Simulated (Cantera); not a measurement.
Charge: 1 mol AlI₃, 4.2 mol NH₃, 2 mol H₂, 6.7 mol H₂O, held at 1973.15 K and 0.100 bar.

Cantera equilibrium calculation (NASA polynomials, part measured and part estimated; ideal gas, pure solids and liquids). Candidate condensed phases: Al, AlI₃, AlN, Al₂O₃, H₂O, I₂; 41 gas species. Gases not in the tables: Al(OH)₃. Rates play no part.

Base state: H₂ 0.481, H₂O 0.261, I 0.132, N₂ 0.105, HI 0.0186, H 0.00296, OH 0.000152, I₂ 5.71e-5 (mole fractions); condensed: Al₂O₃(s).

Problem. What changes in the equilibrium state with this change: temperature from 1973.15 K to 2100 K?

Solution. 
```csv
species,before,after
H₂,0.481,0.479
H₂O,0.261,0.259
I,0.132,0.136
HI,0.0186,0.0140
H,0.00296,0.00682
N₂,0.105,0.105
OH,0.000152,0.000439
I₂,5.71e-5,3.41e-5
"Al₂O₃(s), mol",0.500,0.500
```
